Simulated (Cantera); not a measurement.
Feed: 1 mol Si₂H₆, 0.14 mol O₃, held at 1975 K and 0.000110 bar.

Cantera equilibrium calculation (NASA polynomials, part measured and part estimated; ideal gas, pure solids and liquids). Candidate condensed phases: H₂O, Si, SiO₂; 18 gas species. The feed counts by its element totals alone. Gases not in the tables: Si₂H₆ and higher silanes. Kinetics and transport are ignored.

Base state: H₂ 0.526, Si 0.293, H 0.0947, SiO 0.0804, Si₂ 0.00286, SiH 0.00161, Si₃ 0.000619, SiH₂ 4.83e-5 (mole fractions); condensed: gas only.

Problem. What changes in the equilibrium state with this change: temperature from 1975 K to 773.15 K?

Solution. 
| species | before | after |
|---|---|---|
| H₂ | 0.526 | 1.00 |
| Si | 0.293 | <1e-9 |
| H | 0.0947 | <1e-9 |
| SiO | 0.0804 | <1e-9 |
| Si₂ | 0.00286 | <1e-9 |
| SiH | 0.00161 | <1e-9 |
| Si(s), mol | 0 | 1.79 |
| SiO₂(α-quartz), mol | 0 | 0.210 |

Problem. What changes in the equilibrium state with this change: temperature from 1975 K to 1623 K?

Solution. 
```
species       before    after
----------  --------  -------
H₂             0.526    0.870
SiO           0.0804    0.122
H             0.0947  0.00615
Si             0.293  0.00142
Si₂          0.00286  4.08e-6
Si₃         0.000619  9.29e-7
Si(s), mol         0     1.57
```
